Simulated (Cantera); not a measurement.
Feed: 1 mol Si, 4.3 mol SF6, 0.28 mol H2, at 1173 K and 0.0130 bar.

Method: chemical equilibrium by Gibbs-energy minimisation in Cantera with the NASA 1993 tables (ideal gas, pure condensed phases). Candidate condensed phases: S, Si; 39 gas species. The tables' values for SF3, SF5 are old estimates; treat these amounts as uncertain. The numbers say what is thermodynamically allowed, not how fast it happens.

Problem. What is the equilibrium state?

Solution. 
- x(SF4): 0.386
- x(SF6): 0.345
- x(SiF4): 0.171
- x(HF): 0.0955
- x(SF3): 0.00162
- x(F): 0.000677
- x(SF5): 0.000248
- x(SF2): 0.000228
- gas amount: 5.864 mol
- log10 activity of S(l) (absent): -9.87
- log10 activity of Si(s) (absent): -48.33
